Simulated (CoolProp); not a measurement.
Vapour-liquid equilibrium of methanol (1) + dimethyl carbonate (2) at 383.5 K; x and y are mole fractions of (1).

Computed with CoolProp (multi-fluid Helmholtz-energy mixture model, de Reuck 1993 and Zhou 2011; pair parameters Bell 2016).

```csv
x,"bubble pressure, mixture model (MPa)","bubble pressure, Raoult's law (MPa)","y, mixture model","y, Raoult's law"
0.05,0.2281,0.2005,…,0.121
0.2,0.3223,0.2455,…,0.395
0.35,0.3842,0.2904,0.627,0.585
0.5,0.4258,0.3354,…,0.723
0.65,…,0.3803,0.775,0.829
0.8,0.4758,0.4253,…,0.913
0.95,0.4860,0.4702,0.951,0.980
```

Complete the blanks.


- 0.05, y, mixture model: 0.210
- 0.2, y, mixture model: 0.497
- 0.5, y, mixture model: 0.708
- 0.65, bubble pressure, mixture model (MPa): 0.4551
- 0.8, y, mixture model: 0.848

The largest gap from Raoult's law is +32.3 % in bubble pressure, at x = 0.35. No azeotrope shows between x = 0.05 and 0.95.

Pair parameters are fitted to limited data, so mixtures are less certain than the pure fluids.
